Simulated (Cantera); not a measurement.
Feed: 1 mol MgCl2, 1.5 mol HCl, 2.3 mol N2, equilibrated at 7.30e-6 bar.

Equilibrium computed with Cantera from the NASA thermochemical tables; the gas is ideal and each condensed phase is pure. Candidate condensed phases: Mg, MgCl2, NH4Cl; 18 gas species. Equilibrium is a limit: real reactors are often held back by kinetics, nucleation or transport.

Problem. At 1350 K, list the 6 most abundant gas species with their mole fractions, and the condensed phases.

Solution. N2 0.478, HCl 0.307, MgCl2 0.208, Cl 0.00469, H2 0.00231, H 4.24e-5. Condensed: gas only.
